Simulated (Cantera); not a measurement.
Charge: 1 mol SiH₄, 0.71 mol NH₃, 3.1 mol N₂, held at 1350 K and 1.00 bar.

Method: chemical equilibrium by Gibbs-energy minimisation in Cantera with the NASA 1993 tables (ideal gas, pure condensed phases). Candidate condensed phases: Si, Si₃N₄; 18 gas species. The numbers say what is thermodynamically allowed, not how fast it happens.

Base state: H₂ 0.524, N₂ 0.476, NH₃ 2.68e-5 (mole fractions); condensed: Si₃N₄(s).

Q: What changes in the equilibrium state with this change: SiH₄ replaced by Si₂Cl₆?

A: 
```csv
species,before,after
N₂,0.476,0.497
HCl,0,0.247
SiCl₄,0,0.190
H₂,0.524,0.0584
SiCl₃,0,0.00510
SiHCl₃,0,0.00257
SiCl₂,0,0.000683
NH₃,2.68e-5,1.02e-6
"Si₃N₄(s), mol",0.333,0.282
```
The feed counts by its element totals alone. The tables' values for SiCl₃ are old estimates; treat these amounts as uncertain. Further candidate phases: NH₄Cl.
